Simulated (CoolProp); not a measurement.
The fluid at 231.62 K and 0.0514 MPa flows at 0.09 m/s in a round tube of 50 mm bore and 0.25 µm roughness, fully developed (64/Re and Nu = 3.66 if laminar; Colebrook and Gnielinski if turbulent). The same conditions are run with several fluids, on thermodynamics alone (safety and materials aside).

Computed with CoolProp (reference Helmholtz-energy equation of state of each fluid (R407C: Lemmon 2003; R410A: Lemmon 2003; ethane: Bücker 2006; propane: Lemmon 2009; methane: Setzmann 1991)). Blends and air are pseudo-pure fits.

Q: Rank R407C, R410A, ethane, propane, methane by Reynolds number, highest first.

A: R407C (1140), R410A (912), propane (850), ethane (496), methane (215)

```tsv
fluid	Darcy friction factor	pressure drop (Pa/m)	heat-transfer coefficient (W/(m² K))	mass flow (kg/h)
R407C	0.0564	0.0107	0.595	1.50
R410A	0.0702	0.0112	0.612	1.25
ethane	0.129	0.00846	0.987	0.515
propane	0.0753	0.00732	0.853	0.763
methane	0.298	0.0103	1.87	0.273
```

Transport values come from each fluid's own correlations.
